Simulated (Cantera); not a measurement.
A Cantera script and what it prints.

```python
import numpy as np
import cantera as ct

gas_names = [...]  # 110 gases of nasa_gas.yaml made of C, F, H
cond_names = """
    C(gr) C6H6(L) C7H8(L) C8H18(L),n-octa
""".split()


# ... load() reads the species with a 1 bar reference pressure and builds the phases ...
atoms = {
    'c-C4F8': {'C': 4, 'F': 8},
    'F2': {'F': 2},
    'H2': {'H': 2},
}
top_T = {'C(gr)': 4500}  # K; cautious upper limits of use, not melting points


# ... equilibrate(T, P, feed) seeds the gas with the atoms and calls Mixture.equilibrate('TP', solver="vcs", rtol=1e-11, max_steps=5000) ...
results = []
feed = {'c-C4F8': 1, 'F2': 0.017, 'H2': 1.5}  # mol
P = 1000  # Pa
for T in [3000, 3500, 4000, 4500, 5000]:
    mix = equilibrate(T, P, feed)
    results.append((T, P, feed, dict(zip(mix.species_names, mix.species_moles))))

top = {s: max(r[3][s] / sum(r[3][g] for g in gas_names) for r in results) for s in gas_names}
cols = sorted((s for s in top if top[s] > 0.001), key=lambda s: -top[s])[:7]
seen = [c for c in cond_names if any(r[3].get(c, 0) > 1e-12 for r in results)]
print("log10 of partial pressures in bar; condensed amounts in mol")
print(f"{'T/K':>10s}" + "".join(f"{s[:9]:>10s}" for s in cols + seen))
for T, P, feed, n in results:
    ng = sum(n[g] for g in gas_names)
    print(f"{T:10.4g}" + "".join(f"{np.log10(max(n[s] / ng * P / 1e5, 1e-99)):10.3f}" for s in cols)
          + "".join(f"{n.get(c, 0):10.4g}" for c in seen))
```

Output:

```
log10 of partial pressures in bar; condensed amounts in mol
       T/K         F        HF         C         H        CF        C3        C2     C(gr)
      3000    -2.282    -2.456    -4.295    -3.985    -3.219    -3.506    -4.499     2.457
      3500    -2.277    -2.855    -3.091    -2.907    -3.396    -3.224    -3.612         0
      4000    -2.273    -3.778    -2.641    -2.716    -3.987    -4.381    -3.856         0
      4500    -2.273    -4.636    -2.583    -2.702    -4.744    -6.156    -4.630         0
      5000    -2.272    -5.334    -2.577    -2.701    -5.393    -7.697    -5.331         0
```

Cantera equilibrium calculation (NASA polynomials, part measured and part estimated; ideal gas, pure solids and liquids). The feed counts by its element totals alone.
